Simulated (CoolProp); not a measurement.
R22 at 298.15 K and 0.855 MPa is compressed adiabatically to 1.73 MPa with isentropic efficiency 0.85. Each further row changes one setting.

Model: reference Helmholtz-energy equation of state, Kamei 1995, in CoolProp.

| case | work (kJ/kg) | final temperature (K) | final density (kg/m³) |
|---|---|---|---|
| as stated | 21.1 | 340.0 | 64.9 |
| efficiency 1 | 17.9 | 336.6 | 66.2 |
| efficiency 0.65 | 27.6 | 347.3 | 62.3 |
